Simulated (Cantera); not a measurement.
**Diamond growth**

A diamond (100) surface in a fixed gas of H2 with x(CH4) = 0.0052, x(H) = 0.028, x(CH3) = 1.9e-05, at 1200 K; coverages are run to steady state.

Detailed kinetics in Cantera: the Harris–Goodwin 1993 mechanism for the reconstructed diamond (100) surface.

| P (Pa) | growth (µm/h) | θ c6HH | θ c6H* | θ c6*H | θ c6** | θ c6HM |
|---|---|---|---|---|---|---|
| 790 | 0.0500 | 0.438 | 0.0385 | 0.493 | 0.0310 | 4.43e-5 |
| 1200 | 0.0959 | 0.438 | 0.0386 | 0.493 | 0.0310 | 5.96e-5 |
| 1700 | 0.163 | 0.438 | 0.0386 | 0.493 | 0.0310 | 7.41e-5 |
| 2600 | 0.302 | 0.438 | 0.0386 | 0.492 | 0.0310 | 9.27e-5 |
| 3800 | 0.510 | 0.438 | 0.0387 | 0.492 | 0.0310 | 0.000109 |
| 5700 | 0.864 | 0.438 | 0.0388 | 0.492 | 0.0311 | 0.000125 |
| 8500 | 1.41 | 0.438 | 0.0390 | 0.492 | 0.0311 | 0.000139 |
| 13000 | 2.33 | 0.438 | 0.0393 | 0.492 | 0.0312 | 0.000150 |
θ: site fractions in the mechanism's names (c6HH fully hydrogenated, c6H* and c6*H radical sites, c6** diradical, c6HM methylated).
